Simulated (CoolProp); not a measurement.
Computed with CoolProp (reference Helmholtz-energy equation of state, Lemmon 2006). It is a short technical equation, of lower accuracy than the large ones.

Q: Give the vapour pressure (kPa), vapour density (kg/m³), enthalpy of vaporisation (kJ/kg), surface tension (mN/m) of saturated hydrogen sulfide at -76.85 °C.

A: 
```tsv
T (°C)	p (kPa)	vapour density (kg/m³)	enthalpy of vaporisation (kJ/kg)	surface tension (mN/m)
-76.85	40.4	0.853	565	31.9
```

Surface tension comes from a separate correlation (Mulero 2012).
